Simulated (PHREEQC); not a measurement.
# Brine (model solution)

A solution holds 1.8 mol/kgw KOH and 0.92 mol/kgw KCl, at 20 °C. It is in equilibrium with CO2 at log p = -1 (atm). Otherwise closed; pH follows from the charge balance.

Model: Pitzer model, pitzer.dat, run in PHREEQC.

No solid was allowed to form.

What pH does the model give?

pH 8.65.

In which forms is C present?

HCO3- 88 %, CO3-2 11 % of the C.

In brines, pH and single-ion activities rest on the MacInnes convention.
